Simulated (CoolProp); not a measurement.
Vapour pressure (MPa) of toluene: the reference equation beside estimates from Tc = 591.7 K, pc = 4.126 MPa, ω = 0.266. Clausius-Clapeyron is anchored at 474.2 K with a constant enthalpy of vaporisation of 26.70 kJ/mol.

Values from CoolProp's reference Helmholtz-energy equation of state, Lemmon 2006. It is a short technical equation, of lower accuracy than the large ones.

```json
[
 {"T (K)": "460.7", "reference": "0.5976", "Lee-Kesler": "0.6033", "Clausius-Clapeyron": "0.6267", "van der Waals": "1.393", "Redlich-Kwong": "0.8337", "Soave-Redlich-Kwong": "0.6049", "Peng-Robinson": "0.5978"},
 {"T (K)": "465.2", "reference": "0.6497", "Lee-Kesler": "0.6562", "Clausius-Clapeyron": "0.6704", "van der Waals": "1.458", "Redlich-Kwong": "0.8951", "Soave-Redlich-Kwong": "0.6584", "Peng-Robinson": "0.6504"},
 {"T (K)": "469.7", "reference": "0.7052", "Lee-Kesler": "0.7124", "Clausius-Clapeyron": "0.7162", "van der Waals": "1.525", "Redlich-Kwong": "0.9595", "Soave-Redlich-Kwong": "0.7153", "Peng-Robinson": "0.7064"},
 {"T (K)": "474.2", "reference": "0.7642", "Lee-Kesler": "0.7721", "Clausius-Clapeyron": "0.7642", "van der Waals": "1.594", "Redlich-Kwong": "1.027", "Soave-Redlich-Kwong": "0.7759", "Peng-Robinson": "0.7660"},
 {"T (K)": "478.6", "reference": "0.8254", "Lee-Kesler": "0.8340", "Clausius-Clapeyron": "0.8133", "van der Waals": "1.664", "Redlich-Kwong": "1.096", "Soave-Redlich-Kwong": "0.8387", "Peng-Robinson": "0.8278"},
 {"T (K)": "483.1", "reference": "0.8917", "Lee-Kesler": "0.9010", "Clausius-Clapeyron": "0.8657", "van der Waals": "1.736", "Redlich-Kwong": "1.170", "Soave-Redlich-Kwong": "0.9068", "Peng-Robinson": "0.8949"},
 {"T (K)": "487.6", "reference": "0.9618", "Lee-Kesler": "0.9719", "Clausius-Clapeyron": "0.9205", "van der Waals": "1.811", "Redlich-Kwong": "1.248", "Soave-Redlich-Kwong": "0.9789", "Peng-Robinson": "0.9659"},
 {"T (K)": "492.1", "reference": "1.036", "Lee-Kesler": "1.047", "Clausius-Clapeyron": "0.9776", "van der Waals": "1.888", "Redlich-Kwong": "1.328", "Soave-Redlich-Kwong": "1.055", "Peng-Robinson": "1.041"},
 {"T (K)": "496.6", "reference": "1.114", "Lee-Kesler": "1.126", "Clausius-Clapeyron": "1.037", "van der Waals": "1.967", "Redlich-Kwong": "1.413", "Soave-Redlich-Kwong": "1.136", "Peng-Robinson": "1.121"},
 {"T (K)": "501.1", "reference": "1.197", "Lee-Kesler": "1.209", "Clausius-Clapeyron": "1.099", "van der Waals": "2.047", "Redlich-Kwong": "1.500", "Soave-Redlich-Kwong": "1.221", "Peng-Robinson": "1.205"},
 {"T (K)": "505.5", "reference": "1.283", "Lee-Kesler": "1.295", "Clausius-Clapeyron": "1.162", "van der Waals": "2.128", "Redlich-Kwong": "1.590", "Soave-Redlich-Kwong": "1.308", "Peng-Robinson": "1.291"}
]
```

Absolute difference from the reference over all 11 rows, mean and median: Lee-Kesler 1.0 and 1.0 %, Clausius-Clapeyron 4.4 and 4.3 %, van der Waals 96.6 and 94.7 %, Redlich-Kwong 31.4 and 31.2 %, Soave-Redlich-Kwong 1.7 and 1.7 %, Peng-Robinson 0.4 and 0.4 %.
